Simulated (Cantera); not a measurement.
Feed: 1 mol SiHCl₃, 11 mol N₂, equilibrated at 1500 °C and 75.0 Torr.

These are equilibrium values from Cantera (NASA tables, ideal gas, pure condensed phases), not measurements of a reactor. The tables' values for SiCl₃, SiCl are old estimates; treat these amounts as uncertain. The numbers say what is thermodynamically allowed, not how fast it happens.

```csv
species,before,after
N₂,0.852,0.860
HCl,0.0635,0.0601
SiCl₂,0.0661,0.0444
SiCl₄,0.00213,0.00963
SiCl₃,0.00910,0.0159
SiHCl₃,5.42e-5,0.000344
SiCl,1.85e-5,4.78e-6
Cl,0.000529,0.000138
H,7.48e-5,2.72e-5
H₂,0.00689,0.00915
"Si₃N₄(s), mol",0,0.0359
```
Gas species are given as mole fractions.

Which change was made?
(A) pressure from 75.0 Torr to 750 Torr
(B) temperature from 1500 °C to 802 °C
(C) pressure from 75.0 Torr to 0.735 Torr
(D) N₂ from 11 to 40 mol

A, pressure from 75.0 Torr to 750 Torr. The tables' values for SiCl₃ are old estimates; treat these amounts as uncertain
